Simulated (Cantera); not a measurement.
Equilibrium for chemical vapour transport: Al2O3 + HCl + O2

A closed system holds: 1 mol Al2O3, 1.2 mol HCl, 0.61 mol O2, equilibrated at 18000 Pa.

Equilibrium computed with Cantera from the NASA thermochemical tables; the gas is ideal and each condensed phase is pure. Candidate condensed phases: Al, AlCl3, Al2O3, H2O; 29 gas species. Condensed phases not in the tables: AlOCl. Gases not in the tables: Al(OH)3. Equilibrium is a limit: real reactors are often held back by kinetics, nucleation or transport.

```csv
T (K),x HCl,x O2,x H2O,x Cl2,x Cl,x OH,x ClO,x HOCl,n Al2O3(s)
925,0.410,0.287,0.152,0.152,0.000106,4.82e-8,1.87e-6,1.30e-5,1.00
1000,0.452,0.295,0.126,0.126,0.000325,2.16e-7,4.66e-6,1.71e-5,1.00
1075,0.485,0.302,0.106,0.106,0.000847,7.80e-7,1.01e-5,2.13e-5,1.00
1150,0.511,0.307,0.0910,0.0900,0.00194,2.37e-6,1.98e-5,2.55e-5,1.00
1225,0.530,0.310,0.0789,0.0769,0.00399,6.28e-6,3.54e-5,2.96e-5,1.00
1300,0.544,0.313,0.0696,0.0658,0.00750,1.49e-5,5.85e-5,3.34e-5,1.000
1375,0.554,0.314,0.0627,0.0561,0.0130,3.21e-5,9.06e-5,3.70e-5,1.000
1450,0.559,0.314,0.0579,0.0473,0.0211,6.44e-5,0.000132,4.02e-5,1.000
1525,0.560,0.313,0.0551,0.0390,0.0321,0.000122,0.000182,4.30e-5,1.000
1600,0.557,0.311,0.0542,0.0313,0.0458,0.000221,0.000236,4.52e-5,1.000
1675,0.550,0.308,0.0552,0.0243,0.0618,0.000384,0.000292,4.69e-5,1.000
```
x: gas mole fraction; n: condensed amount in mol.

From 925 K to 1675 K the condensed part is Al2O3(s).
